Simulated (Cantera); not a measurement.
Charge: 1 mol CaO, 0.9 mol NF3, 7.8 mol O2, held at 1.33 mbar.

Method: chemical equilibrium by Gibbs-energy minimisation in Cantera with the NASA 1993 tables (ideal gas, pure condensed phases). Candidate condensed phases: Ca, CaF2, CaO; 22 gas species. Kinetics and transport are ignored.

### Question
At 1573 K, list the 6 most abundant gas species with their mole fractions, and the condensed phases.

### Answer
O2 0.871, F 0.0735, N2 0.0468, CaF2 0.00713, NO 0.000854, O 0.000267. Condensed: CaF2(s).
